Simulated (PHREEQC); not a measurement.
Copper plating or etch bath: an equilibrium model

Make-up at 70 °C: 0.032 mol/kgw Cu(NO3)2, 0.22 mol/kgw HBF4 and 0.011 mol/kgw H3BO3. Closed to the air; pH follows from the charge balance.

Computed with PHREEQC (ion-association model, wateq4f.dat).

Precipitation was switched off in this run.

Predict the pH, ionic strength.

pH 0.79; ionic strength 0.310 mol/kgw.

In which forms is B present?

BF4- 90 %, H3BO3 7.5 %, BF3OH- 2.4 % of the B.

At this temperature some constants are extrapolated from 25 °C, and those without enthalpy data are left unchanged. Real BF4- forms and hydrolyses slowly; the run takes it at equilibrium.
